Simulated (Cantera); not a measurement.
A closed system holds: 1 mol Si, 2.1 mol HCl, 3.1 mol H₂, at 1 atm.

These are equilibrium values from Cantera (NASA tables, ideal gas, pure condensed phases), not measurements of a reactor. Candidate condensed phases: Si; 19 gas species. The tables' values for SiCl₃ are old estimates; treat these amounts as uncertain. The numbers say what is thermodynamically allowed, not how fast it happens. All values below are at 800 K.

Base state: H₂ 0.872, SiCl₄ 0.0761, SiHCl₃ 0.0481, SiH₂Cl₂ 0.00245, HCl 0.00125, SiCl₃ 3.54e-5, SiH₃Cl 2.89e-5 (mole fractions); condensed: Si(s).

Question: What changes in the equilibrium state with this change: pressure from 1 atm to 82.5 Torr?

Answer: 
```csv
species,before,after
H₂,0.872,0.877
SiCl₄,0.0761,0.0888
SiHCl₃,0.0481,0.0311
SiH₃Cl,2.89e-5,5.72e-6
SiH₂Cl₂,0.00245,0.000878
SiCl₃,3.54e-5,6.93e-5
HCl,0.00125,0.00227
"Si(s), mol",0.415,0.439
```
